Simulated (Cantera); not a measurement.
Input: 1 mol Ti, 0.14 mol C3H8, 70 mol H2, 9 mol H2O, at 0.133 bar.

These are equilibrium values from Cantera (NASA tables, ideal gas, pure condensed phases), not measurements of a reactor. Candidate condensed phases: C, C6H6, C7H8, C8H18, H2O, Ti, TiC, TiO, TiO2, Ti2O3, Ti3O5, Ti4O7; 113 gas species. Gases not in the tables: TiO(OH)2. Equilibrium is a limit: real reactors are often held back by kinetics, nucleation or transport. All values below are at 1500 K.

Base state: H2 0.913, H2O 0.0821, CO 0.00507, CO2 0.000176, H 4.61e-5 (mole fractions); condensed: TiO2(rutile).

Q: What changes in the equilibrium state with this change: C3H8 from 0.14 to 0.07 mol?

A: 
| species | before | after |
|---|---|---|
| H2 | 0.913 | 0.912 |
| H2O | 0.0821 | 0.0853 |
| CO | 0.00507 | 0.00255 |
| CO2 | 0.000176 | 9.22e-5 |
| H | 4.61e-5 | 4.60e-5 |
| TiO2(rutile), mol | 1.00 | 1.00 |
